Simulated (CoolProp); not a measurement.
Model: reference Helmholtz-energy equation of state, Lemmon 2013, in CoolProp.

For propylene, give the phase and the Joule-Thomson coefficient (K/MPa), viscosity (µPa s) at 316.1 K and 13.2 bar; 548.2 K and 13.2 bar.


- 316.1 K and 13.2 bar: gas; Joule-Thomson coefficient 17.8, viscosity 9.53
- 548.2 K and 13.2 bar: gas; Joule-Thomson coefficient 3.29, viscosity 15.7

Viscosity comes from a separate model (Huber 2003), an estimate that may be off by 10 % or more.
